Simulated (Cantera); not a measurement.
An isothermal, constant-pressure homogeneous reactor starts with 21.3 % H2, 78.7 % O2, at 1098 K and 20.0 Torr.

Computed with Cantera and the H2/O2 subset of GRI-Mech 3.0, which has no nitrogen chemistry. Radical loss at walls, strong at low pressure, is not modelled. The temperature is held fixed by assumption; the heat of reaction is taken as removed at once.

x: mole fraction; the columns are a selection and need not sum to one.

| t (s) | x H2 | x O2 | x H | x HO2 | x H2O2 | x H2O |
|---|---|---|---|---|---|---|
| 1.00e-6 | 0.213 | 0.787 | 3.68e-11 | 3.72e-11 | <1e-12 | <1e-12 |
| 3.84e-6 | 0.213 | 0.787 | 1.38e-10 | 1.43e-10 | <1e-12 | <1e-12 |
| 1.48e-5 | 0.213 | 0.787 | 5.07e-10 | 5.51e-10 | <1e-12 | 3.51e-11 |
| 5.68e-5 | 0.213 | 0.787 | 2.39e-9 | 2.13e-9 | <1e-12 | 1.24e-9 |
| 0.000218 | 0.213 | 0.787 | 6.78e-8 | 9.07e-9 | 1.21e-11 | 9.75e-8 |
| 0.000839 | 0.196 | 0.779 | 0.00751 | 9.99e-6 | 8.92e-8 | 0.0117 |
| 0.00323 | [?] | 0.735 | [?] | [?] | [?] | [?] |
| 0.0124 | 0.000325 | 0.760 | 0.000224 | 1.14e-5 | 8.07e-7 | 0.237 |
| 0.0477 | 1.71e-5 | 0.762 | 3.04e-6 | 1.57e-6 | 2.57e-7 | 0.238 |
| 0.183 | 1.66e-6 | 0.762 | 1.18e-7 | 2.23e-7 | 7.10e-8 | 0.238 |
| 0.704 | 2.61e-7 | 0.762 | 8.56e-9 | 4.27e-8 | 2.00e-8 | 0.238 |
| 2.71 | 5.30e-8 | 0.762 | 8.42e-10 | 1.06e-8 | 5.57e-9 | 0.238 |
| 10.4 | 1.23e-8 | 0.762 | 9.79e-11 | 4.79e-9 | 1.54e-9 | 0.238 |
| 40.0 | 3.50e-9 | 0.762 | 1.51e-11 | 5.30e-9 | 4.82e-10 | 0.238 |

Fill in the missing entries.


- 0.00323, x H2: 0.00524
- 0.00323, x H: 0.0185
- 0.00323, x HO2: 2.57e-5
- 0.00323, x H2O2: 9.72e-7
- 0.00323, x H2O: 0.214
